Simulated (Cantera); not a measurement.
What does this Cantera script print?

```python
import numpy as np
import cantera as ct

gas = ct.Solution("SiF4_NH3_mec.yaml", "gas")
gas.TPX = 1975, 1333, {'NH3': 1, 'N2': 0.44}
reactor = ct.IdealGasConstPressureReactor(gas, energy="off", clone=False)
net = ct.ReactorNet([reactor])
net.rtol, net.atol = 1e-08, 1e-18
show = ['NH3', 'NH', 'H2', 'H', 'N2', 'NH2']
times = np.geomspace(4e-05, 4, 10)

steps = ct.SolutionArray(gas, extra=["t"])
rows = []
print(f"{'t/s':>10s}{'T/K':>9s}{'P/Pa':>11s}" + "".join(f"{s:>11s}" for s in show))
for t in times:
    while net.time < t:
        t_next = net.step()
        steps.append(gas.state, t=t_next)
    rows.append([np.interp(t, steps.t, y) for y in (steps.T, steps.P, *steps(*show).X.T)])
    print(f"{t:10.3e}{rows[-1][0]:9.1f}{rows[-1][1]:11.4g}" + "".join(f"{x:11.3e}" for x in rows[-1][2:]))
rate = np.gradient(steps.T, steps.t)
print("integrator steps:", len(steps.t))
if steps.T.max() > steps.T[0] + 200:
    print(f"time of steepest temperature rise: {steps.t[rate.argmax()]:.4e} s")
gas.TPX = 1975, 1333, {'NH3': 1, 'N2': 0.44}
gas.equilibrate("TP")
print(f"equilibrium (TP): T = {gas.T:.1f} K  " + "  ".join(f"{s} {gas[s].X[0]:.3e}" for s in show))
```

Result:

```
       t/s      T/K       P/Pa        NH3         NH         H2          H         N2        NH2
 4.000e-05   1975.0       1333  6.944e-01  9.640e-11  2.609e-06  3.683e-07  3.056e-01  5.587e-06
 1.438e-04   1975.0       1333  6.944e-01  1.751e-09  1.033e-05  3.685e-07  3.056e-01  2.103e-05
 5.166e-04   1975.0       1333  6.943e-01  3.673e-08  3.818e-05  3.714e-07  3.055e-01  7.643e-05
 1.857e-03   1975.0       1333  6.941e-01  6.583e-07  1.440e-04  4.249e-07  3.055e-01  2.737e-04
 6.672e-03   1975.0       1333  6.928e-01  5.070e-06  8.347e-04  1.310e-06  3.055e-01  9.201e-04
 2.398e-02   1975.0       1333  6.837e-01  1.187e-05  8.422e-03  8.577e-06  3.063e-01  1.529e-03
 8.618e-02   1975.0       1333  6.477e-01  1.543e-05  4.039e-02  3.166e-05  3.105e-01  1.373e-03
 3.097e-01   1975.0       1333  5.372e-01  1.863e-05  1.383e-01  9.972e-05  3.232e-01  1.097e-03
 1.113e+00   1975.0       1333  3.018e-01  1.712e-05  3.469e-01  2.789e-04  3.503e-01  6.957e-04
 4.000e+00   1975.0       1333  6.826e-02  9.811e-06  5.536e-01  6.729e-04  3.772e-01  2.389e-04
integrator steps: 990
equilibrium (TP): T = 1975.0 K  NH3 8.155e-08  NH 1.925e-09  H2 6.072e-01  H 9.296e-03  N2 3.835e-01  NH2 3.600e-09
```

Detailed kinetics in Cantera: the gas-phase N/H chemistry of the illustrative SiF4/NH3 mechanism in the Surface Chemkin manual (1991). Walls and surfaces, which speed up NH3 decomposition in real reactors, are not modelled.
